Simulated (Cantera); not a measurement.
A closed system holds: 1 mol SiH₂Cl₂, 0.02 mol C₂H₄, 1.5 mol H₂, 0.075 mol HCl, equilibrated at 1073 K and 1.33 mbar.

Method: chemical equilibrium by Gibbs-energy minimisation in Cantera with the NASA 1993 tables (ideal gas, pure condensed phases). Candidate condensed phases: C, C₆H₆, C₇H₈, C₈H₁₈, Si, SiC; 109 gas species. Mutual solubility and eutectic melting of coexisting phases are not modelled. The tables' values for SiCl₃ are old estimates; treat these amounts as uncertain. Equilibrium is a limit: real reactors are often held back by kinetics, nucleation or transport.

Base state: H₂ 0.746, SiCl₄ 0.106, HCl 0.0988, SiCl₂ 0.0255, SiCl₃ 0.0130, SiHCl₃ 0.00985, SiH₂Cl₂ 0.000106 (mole fractions); condensed: Si(s) + SiC(s).

Question: What changes in the equilibrium state with this change: temperature from 1073 K to 2425 K?

Answer: 
```tsv
species	before	after
H₂	0.746	0.247
H	3.31e-7	0.244
HCl	0.0988	0.194
Si	<1e-9	0.145
SiCl₄	0.106	1.08e-8
SiCl	2.53e-9	0.0113
Cl	3.97e-8	0.136
SiCl₃	0.0130	1.67e-5
SiCl₂	0.0255	0.0173
SiC₂	<1e-9	0.00253
Si₂C	<1e-9	0.00179
SiHCl₃	0.00985	1.08e-8
SiH	<1e-9	0.000782
Si₂	<1e-9	0.000251
Si(s), mol	0.461	0
SiC(s), mol	0.0400	0
```
The tables' values for SiCl, SiCl₃ are old estimates; treat these amounts as uncertain. Gases not in the tables: Si₂H₆ and higher silanes.
